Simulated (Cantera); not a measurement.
An adiabatic, constant-volume homogeneous reactor starts with CH₄ : O₂ : N₂ = 1 : 2.06 : 7.75 (molar parts), equivalence ratio 0.97, at 1750 K and 1000000 Pa. Integrator tolerance rtol = 1e-08.

Detailed kinetics in Cantera: GRI-Mech 3.0 (53 species, 325 reactions). Above 3000 K some thermodynamic fits are extrapolated.

What does this change do: 0.17 parts CO2 added?


```json
[
 {"quantity": "time of steepest temperature rise", "before": "21.4 µs", "after": "21.9 µs"},
 {"quantity": "temperature at 3.00 s", "before": "3178 K", "after": "3143 K"},
 {"quantity": "equilibrium temperature", "before": "3178 K", "after": "3143 K"},
 {"quantity": "x(CH₄) at 3.00 s", "before": "<1e-12 (gas-phase equilibrium <1e-12)", "after": "<1e-12 (gas-phase equilibrium <1e-12)"},
 {"quantity": "x(O₂) at 3.00 s", "before": "0.0204 (gas-phase equilibrium 0.0204)", "after": "0.0214 (gas-phase equilibrium 0.0214)"},
 {"quantity": "x(C₂H₂) at 3.00 s", "before": "<1e-12 (gas-phase equilibrium <1e-12)", "after": "<1e-12 (gas-phase equilibrium <1e-12)"},
 {"quantity": "x(N₂O) at 3.00 s", "before": "3.91e-6 (gas-phase equilibrium 3.91e-6)", "after": "3.77e-6 (gas-phase equilibrium 3.77e-6)"},
 {"quantity": "x(C₂H₄) at 3.00 s", "before": "<1e-12 (gas-phase equilibrium <1e-12)", "after": "<1e-12 (gas-phase equilibrium <1e-12)"},
 {"quantity": "x(HCN) at 3.00 s", "before": "2.42e-8 (gas-phase equilibrium 2.42e-8)", "after": "2.13e-8 (gas-phase equilibrium 2.13e-8)"}
]
```

What does this change do: pressure from 1000000 Pa to 590000 Pa?


```tsv
quantity	before	after
time of steepest temperature rise	21.4 µs	32.8 µs
temperature at 3.00 s	3178 K	3127 K
equilibrium temperature	3178 K	3127 K
x(CH₄) at 3.00 s	<1e-12 (gas-phase equilibrium <1e-12)	<1e-12 (gas-phase equilibrium <1e-12)
x(O₂) at 3.00 s	0.0204 (gas-phase equilibrium 0.0204)	0.0216 (gas-phase equilibrium 0.0216)
x(C₂H₂) at 3.00 s	<1e-12 (gas-phase equilibrium <1e-12)	<1e-12 (gas-phase equilibrium <1e-12)
x(N₂O) at 3.00 s	3.91e-6 (gas-phase equilibrium 3.91e-6)	2.89e-6 (gas-phase equilibrium 2.89e-6)
x(C₂H₄) at 3.00 s	<1e-12 (gas-phase equilibrium <1e-12)	<1e-12 (gas-phase equilibrium <1e-12)
x(HCN) at 3.00 s	2.42e-8 (gas-phase equilibrium 2.42e-8)	1.64e-8 (gas-phase equilibrium 1.65e-8)
```
